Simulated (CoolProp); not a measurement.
Vapour pressure (MPa) of n-undecane: the reference equation beside estimates from Tc = 638.8 K, pc = 1.990 MPa, ω = 0.539. Clausius-Clapeyron is anchored at 305.4 K with a constant enthalpy of vaporisation of 55.77 kJ/mol.

Model: reference Helmholtz-energy equation of state, Aleksandrov 2011, in CoolProp. It is a short technical equation, of lower accuracy than the large ones.

| T (K) | reference | Lee-Kesler | Clausius-Clapeyron | Redlich-Kwong | Soave-Redlich-Kwong | Peng-Robinson |
|---|---|---|---|---|---|---|
| 305.4 | 9.877e-5 | 9.255e-5 | 9.877e-5 | 0.002361 | 9.305e-5 | 0.0001117 |
| 308.7 | 0.0001248 | 0.0001169 | 0.0001249 | 0.002767 | 0.0001176 | 0.0001401 |
| 312 | 0.0001568 | 0.0001469 | 0.0001572 | 0.003228 | 0.0001477 | … |
| 315.2 | 0.0001946 | 0.0001822 | 0.0001955 | … | 0.0001833 | 0.0002153 |
| 318.5 | 0.0002417 | … | 0.0002438 | 0.004322 | 0.0002276 | 0.0002656 |
| 321.8 | 0.0002985 | 0.0002796 | 0.0003025 | 0.004984 | 0.0002813 | 0.0003261 |
| 325.1 | 0.0003667 | 0.0003438 | 0.0003738 | 0.005725 | 0.0003458 | 0.0003983 |
| 328.3 | 0.0004455 | 0.0004179 | 0.0004571 | 0.006528 | 0.0004204 | 0.0004813 |
| 331.6 | … | 0.0005088 | 0.0005601 | 0.007448 | 0.0005117 | 0.0005825 |
| 334.9 | 0.0006558 | … | 0.0006837 | 0.008470 | 0.0006200 | 0.0007017 |
| 338.2 | 0.0007902 | 0.0007437 | 0.0008313 | 0.009601 | 0.0007478 | 0.0008417 |
| 341.5 | 0.0009477 | 0.0008932 | 0.001007 | 0.01085 | 0.0008979 | 0.001005 |
| 344.7 | 0.001126 | 0.001062 | 0.001208 | 0.01218 | 0.001068 | 0.001190 |
| 348 | 0.001339 | 0.001265 | 0.001453 | 0.01369 | 0.001272 | 0.001410 |
| 351.3 | 0.001586 | 0.001501 | 0.001742 | 0.01534 | 0.001508 | 0.001664 |

Task: Complete the blanks.

Result: 
- 312, Peng-Robinson: 0.0001747
- 315.2, Redlich-Kwong: 0.003734
- 318.5, Lee-Kesler: 0.0002263
- 331.6, reference: 0.0005418
- 334.9, Lee-Kesler: 0.0006165

Absolute difference from the reference over all 15 rows, mean and median: Lee-Kesler 6.0 and 6.2 %, Clausius-Clapeyron 3.5 and 2.6 %, Redlich-Kwong 1444.5 and 1365.3 %, Soave-Redlich-Kwong 5.5 and 5.6 %, Peng-Robinson 8.4 and 8.0 %.
